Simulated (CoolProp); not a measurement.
Vapour-liquid equilibrium of p-xylene (1) + n-decane (2) at 236.95 °C; x and y are mole fractions of (1).

Model: multi-fluid Helmholtz-energy mixture model, Zhou 2012 and Lemmon 2006; pair parameters Bell 2016, in CoolProp.

Q: Give the bubble pressure and the first vapour's composition at x = 0.125, 0.8, 0.875. Is there an azeotrope?

A: x = 0.125: 448.0 kPa, y = 0.205; x = 0.8: 719.1 kPa, y = 0.871; x = 0.875: 749.8 kPa, y = 0.922. No azeotrope shows between x = 0.05 and 0.95.

Pair parameters are fitted to limited data, so mixtures are less certain than the pure fluids.
